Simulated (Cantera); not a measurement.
Mixture: 13.1 % CO, 17.1 % H2, 1.31 % CH4, 12.6 % O2, 47.6 % N2, 8.26 % H2O, at 3750 Torr, adiabatic and at constant volume. Ignition delay is the time to a rise of 400 K.

Cantera simulation using GRI-Mech 3.0 (53 species, 325 reactions); the numbers are that mechanism's predictions, not measurements. Where the delays flatten at high temperature, the 400 K rule measures the pace of heat release, not the induction time.

Question: Predict: delay at 1125 K; delay at 1325 K; delay at 1525 K; delay at 1725 K; delay at 1925 K.

Answer: 
- delay at 1125 K: 0.356 ms
- delay at 1325 K: 13.4 µs
- delay at 1525 K: 4.31 µs
- delay at 1725 K: 2.28 µs
- delay at 1925 K: 1.49 µs
